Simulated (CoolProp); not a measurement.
Vapour-liquid equilibrium of toluene (1) + ethylbenzene (2) at 13.8 bar; x and y are mole fractions of (1).

Values from CoolProp's multi-fluid Helmholtz-energy mixture model, Lemmon 2006 and Zhou 2012; pair parameters Bell 2016.

| x | bubble temperature (°C) | y at the bubble point | dew temperature at overall composition x (°C) | liquid density (mol/L) |
|---|---|---|---|---|
| 0.05 | 268.1 | 0.068 | 268.6 | 5.683 |
| 0.15 | 264.4 | 0.195 | 265.7 | 5.790 |
| 0.25 | 261.0 | 0.314 | 262.8 | 5.899 |
| 0.35 | 257.6 | 0.425 | 259.9 | 6.008 |
| 0.45 | 254.4 | 0.530 | 256.9 | 6.119 |
| 0.55 | 251.2 | 0.629 | 253.8 | 6.231 |
| 0.65 | 248.1 | 0.723 | 250.6 | 6.346 |
| 0.75 | 244.9 | 0.810 | 247.1 | 6.461 |
| 0.85 | 241.8 | 0.891 | 243.4 | 6.577 |
| 0.95 | 238.7 | 0.966 | 239.3 | 6.693 |

No azeotrope shows between x = 0.05 and 0.95.

The pair parameters rest on a limited set of measurements; away from them the model extrapolates.
